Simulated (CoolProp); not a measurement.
Vapour-liquid equilibrium of CH2F2 (R32) (1) + R143a (2) at 2.39 kPa; x and y are mole fractions of (1).

The numbers come from the multi-fluid Helmholtz-energy mixture model, Tillner-Roth 1997 and Lemmon and Jacobsen 2000; pair parameters Bell 2016 in CoolProp.

```csv
x,"bubble temperature, mixture model (K)","bubble temperature, Raoult's law (K)","y, mixture model","y, Raoult's law"
0.05,168.9,169.4,0.096,0.056
0.2,167.8,169.2,…,0.221
0.35,167.2,169.0,0.437,0.379
0.5,166.9,168.8,…,0.532
0.65,166.8,168.6,0.635,0.678
0.8,167.0,168.4,…,0.819
0.95,167.7,168.2,…,0.956
```

Problem. Complete the blanks.

Solution. 
- 0.2, y, mixture model: 0.302
- 0.5, y, mixture model: 0.540
- 0.8, y, mixture model: 0.746
- 0.95, y, mixture model: 0.914

The largest gap from Raoult's law is -1.9 K in bubble temperature, at x = 0.5. y crosses x between x = 0.5 and 0.65: the model has an azeotrope there.

Pair parameters are fitted to limited data, so mixtures are less certain than the pure fluids.
